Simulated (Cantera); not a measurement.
**Equilibrium for fluorocarbon and chlorocarbon gases: CHF3 + F2**

Input: 1 mol CHF3, 2.2 mol F2, equilibrated at 1875 °C and 43.0 Pa.

Cantera equilibrium calculation (NASA polynomials, part measured and part estimated; ideal gas, pure solids and liquids). Candidate condensed phases: C, C6H6, C7H8, C8H18; 95 gas species. Gases not in the tables: C2F6 and larger saturated fluorocarbons. Kinetics and transport are ignored.

The x(F) comes out as 0.676 and the x(HF) comes out as 0.162. The x(CF2) comes out as 0.139, the x(CF4) is 0.0190 and the x(CF) comes out as 0.00222. The x(CF3) comes out as 0.00203 and the x(H) is 6.99e-6. The gas amount is 6.167 mol. The log10 activity of C(graphite) (absent) is -0.44.
